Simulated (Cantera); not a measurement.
Cantera with NASA thermochemical tables; ideal gases at 1 bar, condensed phases pure. Values are per mole of reaction as written; species without (g) are pure solids or liquids, kept so even where they would boil at 1 bar.

Problem. Between 300 and 523 K, where is each reaction favourable under standard conditions?
- NiS2 = 2 S + Ni
- 2 NiS = NiS2 + Ni
- Ni + 2 NiS2 = Ni3S4

Solution. 
- NiS2 = 2 S + Ni: ΔG° is 125 kJ at 300 K and 118 kJ at 523 K; it stays positive (K < 1). ΔH° is 140 kJ and ΔS° 44 J/K at 523 K.
- 2 NiS = NiS2 + Ni: ΔG° is 46 kJ at 300 K and 46 kJ at 523 K; it stays positive (K < 1). ΔH° is 44 kJ and ΔS° -4 J/K at 523 K.
- Ni + 2 NiS2 = Ni3S4: ΔG° is -42 kJ at 300 K and -45 kJ at 523 K; it stays negative (K > 1). ΔH° is -37 kJ and ΔS° 16 J/K at 523 K.
